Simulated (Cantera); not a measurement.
A freely propagating, adiabatic, planar premixed flame of 27.6 % H₂, 12.6 % O₂, 57.7 % N₂, 2.07 % H₂O, equivalence ratio 1.1, unburnt at 625 K and 465 Torr; mixture-averaged transport, grid criteria slope 0.08 and curve 0.16, no radiation.

Detailed kinetics in Cantera: the H2/O2 subset of GRI-Mech 3.0, which has no nitrogen chemistry. Burning velocities carry a grid error of a few per cent, more on coarse grids.

x: mole fraction of selected species; z is measured from the peak of heat release.

```
z (mm)  T (K)  u (m/s)    x H₂     x O₂   x H₂O       x H     x HO₂      x OH
------  -----  -------  ------  -------  ------  --------  --------  --------
-2.83     625     6.75   0.276    0.126  0.0207     <1e-8     <1e-8     <1e-8
-1.88     625     6.75   0.276    0.126  0.0207     <1e-8     <1e-8     <1e-8
-1.41     625     6.75   0.276    0.126  0.0207     <1e-8     <1e-8     <1e-8
-0.942    625     6.75   0.276    0.126  0.0207   2.27e-8   1.99e-7     <1e-8
-0.471    631     6.81   0.274    0.126  0.0211  0.000104  0.000128   1.93e-5
-0.235    [?]     8.17   0.251    0.122  0.0333   0.00448  0.000135  0.000497
0         [?]     12.1   0.153   0.0869   0.111    0.0367   5.49e-5   0.00277
0.235     [?]     14.9  0.0666   0.0340   0.206    0.0610   1.90e-5   0.00792
0.471     [?]     16.2  0.0526   0.0220   0.228    0.0571   1.10e-5    0.0105
0.942    1753     17.5  0.0517   0.0179   0.238    0.0455   7.65e-6    0.0124
1.88     1902     18.8  0.0506   0.0145   0.249    0.0333   5.27e-6    0.0135
3.77     2041     19.9  0.0477   0.0111   0.261    0.0229   3.49e-6    0.0135
7.54     2164     20.9  0.0435  0.00793   0.273    0.0148   2.21e-6    0.0123
```

Question: What belongs in the gaps?

Answer: 
- -0.235, T (K): 770
- 0, T (K): 1172
- 0.235, T (K): 1474
- 0.471, T (K): 1610
